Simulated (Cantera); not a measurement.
A closed system holds: 1 mol SiH₂Cl₂, 0.54 mol HCl, 8.9 mol H₂, equilibrated at 1.70 mbar.

Points: T (K) = 973, 1023, 1073, 1123, 1173, 1223, 1273, 1323, 1373, 1423, 1473, 1523.

Cantera's Mixture.equilibrate('TP', solver="vcs", rtol=1e-11, max_steps=5000) on the NASA tables stopped like this:

```
ERROR: FAILURE its = 5001!

*******************************************************************************
CanteraError thrown by MultiPhase::equilibrate:
VCS solver failed. Return code: -1
*******************************************************************************
```

Task: What got this run through?

Result: Several could match; the one computed here: The failure is numerical, not chemical. The same input converged with solver="gibbs", rtol=1e-10, max_steps=50000, and the result passed a check of the equilibrium conditions:
```
log10 of partial pressures in bar; condensed amounts in mol
       T/K        H2       HCL     SiCL2     SiCL4    SiHCL3     SiCL3    Si(cr)
       973    -2.810    -4.211    -5.405    -4.145    -4.994    -5.504    0.4294
      1023    -2.816    -4.047    -5.028    -4.217    -5.059    -5.284    0.4566
      1073    -2.825    -3.913    -4.712    -4.334    -5.157    -5.125    0.4768
      1123    -2.834    -3.812    -4.465    -4.519    -5.307    -5.039    0.4825
      1173    -2.841    -3.745    -4.292    -4.794    -5.522    -5.040    0.4736
      1223    -2.846    -3.710    -4.188    -5.153    -5.800    -5.121    0.4583
      1273    -2.849    -3.697    -4.132    -5.561    -6.112    -5.255    0.4438
      1323    -2.850    -3.694    -4.101    -5.980    -6.431    -5.409    0.4313
      1373    -2.850    -3.695    -4.082    -6.386    -6.740    -5.566    0.4205
      1423    -2.850    -3.699    -4.068    -6.771    -7.032    -5.718    0.4107
      1473    -2.850    -3.703    -4.059    -7.134    -7.308    -5.863    0.4018
      1523    -2.850    -3.707    -4.051    -7.474    -7.567    -6.000    0.3936
```

The gas is ideal and each condensed phase is pure. The tables' values for SiCl3, SiCl are old estimates; treat these amounts as uncertain.
